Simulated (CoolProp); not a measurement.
Acetone along the isotherm 540.6 K: Z from the reference equation and from simpler models built on Tc = 508.1 K, pc = 4.692 MPa, ω = 0.307; each cubic takes its own stable root.

Model: reference Helmholtz-energy equation of state, Lemmon 2006, in CoolProp. It is a short technical equation, of lower accuracy than the large ones.

```
p (MPa)          phase  reference  van der Waals  Soave-Redlich-Kwong  Peng-Robinson
-------  -------------  ---------  -------------  -------------------  -------------
0.0223             gas     0.9985         0.9988               0.9987         0.9985
0.0336             gas     0.9977         0.9982               0.9980         0.9978
0.0507             gas     0.9966         0.9972               0.9970         0.9966
0.0764             gas     0.9948         0.9958               0.9955         0.9949
0.115              gas     0.9922         0.9937               0.9933         0.9924
0.174              gas     0.9882         0.9905               0.9898         0.9885
0.262              gas     0.9821         0.9856               0.9846         0.9826
0.396              gas     0.9729         0.9781               0.9766            [?]
0.597              gas     0.9590         0.9667               0.9645         0.9600
0.901              gas     0.9376         0.9489                  [?]         0.9391
1.36               gas     0.9046         0.9211               0.9169         0.9068
2.05               gas        [?]         0.8764               0.8713         0.8566
3.09               gas     0.7701         0.8004                  [?]            [?]
4.67               gas     0.6255         0.6476               0.6644         0.6358
7.04     supercritical     0.3321         0.3909                  [?]         0.4043
```

Q: What belongs in the gaps?

A: 
- 0.396, Peng-Robinson: 0.9736
- 0.901, Soave-Redlich-Kwong: 0.9458
- 2.05, reference: 0.8531
- 3.09, Soave-Redlich-Kwong: 0.7970
- 3.09, Peng-Robinson: 0.7758
- 7.04, Soave-Redlich-Kwong: 0.4320
